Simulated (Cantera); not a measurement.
A closed system holds: 1 mol C₆H₆, 0.056 mol O₂, 2.1 mol N₂, held at 1527 °C and 0.100 bar.

Cantera equilibrium calculation (NASA polynomials, part measured and part estimated; ideal gas, pure solids and liquids). Candidate condensed phases: C, C₆H₆, C₇H₈, C₈H₁₈, H₂O; 136 gas species. Kinetics and transport are ignored.

Base state: H₂ 0.573, N₂ 0.401, CO 0.0215, HCN 0.00294, H 0.000857, HNC 0.000112, C₂H₂ (acetylene) 0.000101, CH₄ 2.53e-5 (mole fractions); condensed: C(graphite).

What changes in the equilibrium state with this change: temperature from 1527 °C to 2177 °C?


```json
[
 {"species": "H₂", "before": "0.573", "after": "0.520"},
 {"species": "N₂", "before": "0.401", "after": "0.378"},
 {"species": "H", "before": "0.000857", "after": "0.0458"},
 {"species": "HCN", "before": "0.00294", "after": "0.0276"},
 {"species": "CO", "before": "0.0215", "after": "0.0210"},
 {"species": "C₂H", "before": "1.32e-9", "after": "2.57e-5"},
 {"species": "C₄H₂", "before": "6.96e-9", "after": "1.63e-5"},
 {"species": "C(graphite), mol", "before": "5.87", "after": "5.67"}
]
```
